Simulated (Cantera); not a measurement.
**Adiabatic ignition**

An adiabatic, constant-volume homogeneous reactor starts with 18.7 % CH₄, 13.0 % O₂, 48.6 % N₂, 19.8 % CO₂, equivalence ratio 2.9, at 1725 K and 4.93 atm.

Detailed kinetics in Cantera: GRI-Mech 3.0 (53 species, 325 reactions).

```json
[
 {"t (s)": "1.00e-6", "T (K)": "1725", "P (bar)": "5.00", "x CH₄": "0.187", "x O₂": "0.130", "x CO₂": "0.198", "x H₂O₂": "1.57e-7", "x HCN": "<1e-12", "x OH": "2.07e-7", "x HO₂": "4.51e-6"},
 {"t (s)": "2.90e-6", "T (K)": "1725", "P (bar)": "5.00", "x CH₄": "0.187", "x O₂": "0.130", "x CO₂": "0.198", "x H₂O₂": "4.02e-7", "x HCN": "<1e-12", "x OH": "4.34e-7", "x HO₂": "9.74e-6"},
 {"t (s)": "8.42e-6", "T (K)": "1724", "P (bar)": "5.00", "x CH₄": "0.186", "x O₂": "0.129", "x CO₂": "0.198", "x H₂O₂": "5.77e-7", "x HCN": "<1e-12", "x OH": "1.05e-6", "x HO₂": "1.33e-5"},
 {"t (s)": "2.44e-5", "T (K)": "1728", "P (bar)": "5.01", "x CH₄": "0.184", "x O₂": "0.128", "x CO₂": "0.198", "x H₂O₂": "1.18e-6", "x HCN": "3.40e-12", "x OH": "2.78e-6", "x HO₂": "2.58e-5"},
 {"t (s)": "7.09e-5", "T (K)": "1819", "P (bar)": "5.35", "x CH₄": "0.150", "x O₂": "0.110", "x CO₂": "0.195", "x H₂O₂": "6.13e-6", "x HCN": "6.81e-10", "x OH": "2.91e-5", "x HO₂": "0.000120"},
 {"t (s)": "0.000206", "T (K)": "2320", "P (bar)": "8.21", "x CH₄": "0.00195", "x O₂": "1.06e-6", "x CO₂": "0.0630", "x H₂O₂": "2.68e-9", "x HCN": "5.29e-5", "x OH": "0.000311", "x HO₂": "2.35e-9"},
 {"t (s)": "0.000597", "T (K)": "2305", "P (bar)": "8.31", "x CH₄": "0.000143", "x O₂": "7.50e-7", "x CO₂": "0.0544", "x H₂O₂": "1.79e-9", "x HCN": "3.18e-5", "x OH": "0.000242", "x HO₂": "1.44e-9"},
 {"t (s)": "0.00173", "T (K)": "2303", "P (bar)": "8.31", "x CH₄": "4.43e-9", "x O₂": "7.74e-7", "x CO₂": "0.0541", "x H₂O₂": "1.84e-9", "x HCN": "4.09e-6", "x OH": "0.000245", "x HO₂": "1.50e-9"},
 {"t (s)": "0.00503", "T (K)": "2304", "P (bar)": "8.31", "x CH₄": "2.18e-9", "x O₂": "7.76e-7", "x CO₂": "0.0541", "x H₂O₂": "1.85e-9", "x HCN": "2.39e-6", "x OH": "0.000245", "x HO₂": "1.50e-9"},
 {"t (s)": "0.0146", "T (K)": "2304", "P (bar)": "8.31", "x CH₄": "2.16e-9", "x O₂": "7.78e-7", "x CO₂": "0.0541", "x H₂O₂": "1.85e-9", "x HCN": "1.36e-6", "x OH": "0.000246", "x HO₂": "1.51e-9"},
 {"t (s)": "0.0423", "T (K)": "2304", "P (bar)": "8.31", "x CH₄": "2.15e-9", "x O₂": "7.79e-7", "x CO₂": "0.0541", "x H₂O₂": "1.85e-9", "x HCN": "9.14e-7", "x OH": "0.000246", "x HO₂": "1.51e-9"},
 {"t (s)": "0.123", "T (K)": "2304", "P (bar)": "8.31", "x CH₄": "2.15e-9", "x O₂": "7.79e-7", "x CO₂": "0.0541", "x H₂O₂": "1.85e-9", "x HCN": "8.69e-7", "x OH": "0.000246", "x HO₂": "1.51e-9"},
 {"t (s)": "0.356", "T (K)": "2304", "P (bar)": "8.31", "x CH₄": "2.15e-9", "x O₂": "7.79e-7", "x CO₂": "0.0541", "x H₂O₂": "1.85e-9", "x HCN": "8.69e-7", "x OH": "0.000246", "x HO₂": "1.51e-9"},
 {"t (s)": "1.03", "T (K)": "2304", "P (bar)": "8.31", "x CH₄": "2.15e-9", "x O₂": "7.79e-7", "x CO₂": "0.0541", "x H₂O₂": "1.85e-9", "x HCN": "8.69e-7", "x OH": "0.000246", "x HO₂": "1.51e-9"},
 {"t (s)": "3.00", "T (K)": "2304", "P (bar)": "8.31", "x CH₄": "2.15e-9", "x O₂": "7.79e-7", "x CO₂": "0.0541", "x H₂O₂": "1.85e-9", "x HCN": "8.69e-7", "x OH": "0.000246", "x HO₂": "1.51e-9"}
]
```
x: mole fraction; the columns are a selection and need not sum to one.

```
Item                                                                Result
---------------------------------  ---------------------------------------
time of steepest temperature rise                                  88.8 µs
temperature at 3.00 s                                               2304 K
equilibrium temperature                                             2304 K
x(CH₄) at 3.00 s                   2.15e-9 (gas-phase equilibrium 2.38e-9)
x(O₂) at 3.00 s                    7.79e-7 (gas-phase equilibrium 7.79e-7)
x(CO₂) at 3.00 s                     0.0541 (gas-phase equilibrium 0.0541)
```
